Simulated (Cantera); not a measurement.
A closed system holds: 1 mol trisilylamine, 1 mol NH3, 35 mol H2, held at 3.20 mbar.

Cantera equilibrium calculation (NASA polynomials, part measured and part estimated; ideal gas, pure solids and liquids). Candidate condensed phases: Si, Si3N4; 18 gas species. The feed counts by its element totals alone. Mutual solubility and eutectic melting of coexisting phases are not modelled. The tables' values for SiN are old estimates; treat these amounts as uncertain. Gases not in the tables: Si2H6 and higher silanes. Kinetics and transport are ignored.

x: gas mole fraction; n: condensed amount in mol.

```csv
T (°C),x H2,x H,x Si,x N2,n Si(s),n Si3N4(s),n Si(l)
602,1.00,8.87e-10,<1e-12,8.34e-12,1.50,0.500,0
702,1.00,2.02e-8,<1e-12,1.62e-9,1.50,0.500,0
802,1.00,2.59e-7,2.37e-12,1.17e-7,1.50,0.500,0
902,1.000,2.17e-6,1.67e-10,4.03e-6,1.50,0.500,0
1002,1.000,1.30e-5,6.02e-9,7.94e-5,1.50,0.498,0
1102,0.999,6.05e-5,1.28e-7,0.00101,1.56,0.479,0
1202,0.991,0.000228,1.80e-6,0.00898,2.06,0.314,0
1302,0.975,[?],[?],0.0238,3.00,0,0
1402,0.974,0.00203,0.000136,0.0238,2.99,0,0
1502,0.970,[?],[?],0.0237,0,0,2.97
1602,0.962,0.0114,0.00283,0.0236,0,0,2.87
1702,0.943,0.0235,0.0101,0.0233,0,0,2.53
1802,0.899,0.0447,0.0318,0.0224,0,0,1.48
```

Task: Fill in the missing entries.

Result: 
- 1302, x H: 0.000726
- 1302, x Si: 1.79e-5
- 1502, x H: 0.00504
- 1502, x Si: 0.000686
